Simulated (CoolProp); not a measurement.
Vapour-liquid equilibrium of cyclohexane (1) + toluene (2) at 343.9 K; x and y are mole fractions of (1).

The numbers come from the multi-fluid Helmholtz-energy mixture model, Zhou 2014 and Lemmon 2006; pair parameters Bell 2016 in CoolProp.

Task: Give the bubble pressure and the first vapour's composition at x = 0.05, 0.2, 0.95. Is there an azeotrope?

Result: x = 0.05: 0.03142 MPa, y = 0.152; x = 0.2: 0.04072 MPa, y = 0.441; x = 0.95: 0.07258 MPa, y = 0.973. No azeotrope shows between x = 0.05 and 0.95.

Pair parameters are fitted to limited data, so mixtures are less certain than the pure fluids.
